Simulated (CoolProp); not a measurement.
Vapour-liquid equilibrium of R125 (1) + R115 (2) at 35.65 °C; x and y are mole fractions of (1).

The numbers come from the multi-fluid Helmholtz-energy mixture model, Lemmon 2005 and Lemmon 2016; pair parameters Bell 2016 in CoolProp.

```tsv
x	bubble pressure, mixture model (kPa)	bubble pressure, Raoult's law (kPa)	y, mixture model	y, Raoult's law
0.05	1253	1214	0.086	0.074
0.125	1348	1261	(withheld)	0.179
0.2	(withheld)	1308	0.286	0.276
0.275	1505	1355	0.366	0.367
0.35	(withheld)	1401	0.438	0.451
0.425	(withheld)	1448	0.504	0.530
0.5	(withheld)	1495	0.567	0.604
0.575	1718	1542	0.628	0.674
0.65	1752	1589	0.688	0.739
0.725	(withheld)	1635	0.749	0.801
0.8	1799	1682	0.812	0.859
0.875	(withheld)	1729	0.878	0.914
0.95	1812	1776	0.949	0.967
```

### Question
What belongs in the gaps?

### Answer

- 0.125, y, mixture model: 0.195
- 0.2, bubble pressure, mixture model (kPa): 1432
- 0.35, bubble pressure, mixture model (kPa): 1570
- 0.425, bubble pressure, mixture model (kPa): 1627
- 0.5, bubble pressure, mixture model (kPa): 1676
- 0.725, bubble pressure, mixture model (kPa): 1780
- 0.875, bubble pressure, mixture model (kPa): 1810

The largest gap from Raoult's law is +12.4 % in bubble pressure, at x = 0.425. y crosses x between x = 0.875 and 0.95: the model has an azeotrope there.

Pair parameters are fitted to limited data, so mixtures are less certain than the pure fluids.
